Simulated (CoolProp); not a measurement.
The numbers come from the reference Helmholtz-energy equation of state, Rui 2013 in CoolProp.

### Question
For R236EA, give the phase and the density (kg/m³), cv (kJ/(kg K)), Joule-Thomson coefficient (K/MPa), isothermal compressibility (1/MPa) at 104.75 °C and 2.28 MPa; 113.25 °C and 2.28 MPa.

### Answer
- 104.75 °C and 2.28 MPa: liquid; density 1110, cv 1.00, Joule-Thomson coefficient 0.657, isothermal compressibility 0.0196
- 113.25 °C and 2.28 MPa: liquid; density 1050, cv 1.03, Joule-Thomson coefficient 1.10, isothermal compressibility 0.0324
